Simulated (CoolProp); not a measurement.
Saturation properties of n-perfluorohexane.

Model: reference Helmholtz-energy equation of state, Gao 2022, in CoolProp.

| T (°C) | p (bar) | vapour density (kg/m³) |
|---|---|---|
| 81.65 | 2.170 | 27.92 |
| 87.55 | 2.558 | 32.90 |
| 93.45 | 2.998 | 38.61 |
| 99.35 | 3.493 | 45.15 |
| 105.25 | 4.048 | 52.64 |
| 111.25 | 4.678 | 61.39 |
| 117.15 | 5.368 | 71.28 |
| 123.05 | 6.134 | 82.70 |
| 128.95 | 6.981 | 95.98 |
| 134.85 | 7.915 | 111.5 |
| 140.75 | 8.945 | 130.0 |
| 146.75 | 10.10 | 152.8 |
| 152.65 | 11.35 | 180.7 |

It boils at 57.1 °C under 1 atm.
